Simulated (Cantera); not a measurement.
Charge: 1 mol CH3OH, 1.8 mol H2, at 7.30 mbar.

These are equilibrium values from Cantera (NASA tables, ideal gas, pure condensed phases), not measurements of a reactor. Candidate condensed phases: C, C6H6, C7H8, C8H18, H2O; 110 gas species. Rates play no part. All values below are at 798 K.

Base state: H2 0.794, CO 0.158, H2O 0.0225, CO2 0.0191, CH4 0.00640 (mole fractions); condensed: C(graphite).

Q: What changes in the equilibrium state with this change: CH3OH replaced by CH4?

A: 
```json
[
 {"species": "H2", "before": "0.794", "after": "0.990"},
 {"species": "CH4", "before": "0.00640", "after": "0.00994"},
 {"species": "CO", "before": "0.158", "after": "0"},
 {"species": "H2O", "before": "0.0225", "after": "0"},
 {"species": "CO2", "before": "0.0191", "after": "0"},
 {"species": "C(graphite), mol", "before": "0.161", "after": "0.963"}
]
```

Q: What changes in the equilibrium state with this change: H2 from 1.8 to 52 mol?

A: 
```tsv
species	before	after
H2	0.794	0.977
CO	0.158	0.0132
CH4	0.00640	0.00488
CO2	0.0191	0.000267
H2O	0.0225	0.00461
C(graphite), mol	0.161	0
```
